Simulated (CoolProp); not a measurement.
Vapour-liquid equilibrium of isohexane (1) + ethanol (2) at 85.65 °C; x and y are mole fractions of (1).

Model: multi-fluid Helmholtz-energy mixture model, Lemmon 2006 and Schroeder 2014; pair parameters Bell 2016, in CoolProp.

```json
[
 {"x": "0.05", "bubble pressure, mixture model (bar)": "1.838", "bubble pressure, Raoult's law (bar)": "1.378", "y, mixture model": "0.295", "y, Raoult's law": "0.077"},
 {"x": "0.15", "bubble pressure, mixture model (bar)": "2.416", "bubble pressure, Raoult's law (bar)": "1.458", "y, mixture model": "0.495", "y, Raoult's law": "0.219"},
 {"x": "0.25", "bubble pressure, mixture model (bar)": "2.658", "bubble pressure, Raoult's law (bar)": "1.537", "y, mixture model": "0.562", "y, Raoult's law": "0.347"},
 {"x": "0.35", "bubble pressure, mixture model (bar)": "2.745", "bubble pressure, Raoult's law (bar)": "1.617", "y, mixture model": "0.588", "y, Raoult's law": "0.462"},
 {"x": "0.45", "bubble pressure, mixture model (bar)": "2.774", "bubble pressure, Raoult's law (bar)": "1.696", "y, mixture model": "0.600", "y, Raoult's law": "0.566"},
 {"x": "0.55", "bubble pressure, mixture model (bar)": "2.786", "bubble pressure, Raoult's law (bar)": "1.775", "y, mixture model": "0.609", "y, Raoult's law": "0.661"},
 {"x": "0.65", "bubble pressure, mixture model (bar)": "2.788", "bubble pressure, Raoult's law (bar)": "1.855", "y, mixture model": "0.625", "y, Raoult's law": "0.747"},
 {"x": "0.75", "bubble pressure, mixture model (bar)": "2.761", "bubble pressure, Raoult's law (bar)": "1.934", "y, mixture model": "0.657", "y, Raoult's law": "0.827"},
 {"x": "0.85", "bubble pressure, mixture model (bar)": "2.655", "bubble pressure, Raoult's law (bar)": "2.014", "y, mixture model": "0.722", "y, Raoult's law": "0.900"},
 {"x": "0.95", "bubble pressure, mixture model (bar)": "2.379", "bubble pressure, Raoult's law (bar)": "2.093", "y, mixture model": "0.864", "y, Raoult's law": "0.968"}
]
```

The largest gap from Raoult's law is +72.9 % in bubble pressure, at x = 0.25. y crosses x between x = 0.55 and 0.65: the model has an azeotrope there.

The pair parameters rest on a limited set of measurements; away from them the model extrapolates. With so large a gap from Raoult's law the liquid may split in two, which this calculation doesn't test in full.
